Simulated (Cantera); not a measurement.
A closed system holds: 1 mol Ta(OEt)5, 0.88 mol CH4, 14 mol H2, equilibrated at 825 K and 75.0 Torr.

Method: chemical equilibrium by Gibbs-energy minimisation in Cantera with the NASA 1993 tables (ideal gas, pure condensed phases). Candidate condensed phases: C, C6H6, C7H8, C8H18, H2O, Ta, TaC, Ta2O5; 113 gas species. The feed counts by its element totals alone. Rates play no part.

Q: What is the equilibrium state?

A: 
| Item | Value |
|---|---|
| x(H2) | 0.851 |
| x(CH4) | 0.0654 |
| x(H2O) | 0.0402 |
| x(CO) | 0.0375 |
| x(CO2) | 0.00633 |
| n(C(graphite)) | 7.86 mol |
| n(Ta2O5(s)) | 0.500 mol |
| gas amount | 27.66 mol |
| log10 activity of TaC(s) (absent) | -8.92 |
| log10 activity of Ta(s) (absent) | -17.86 |
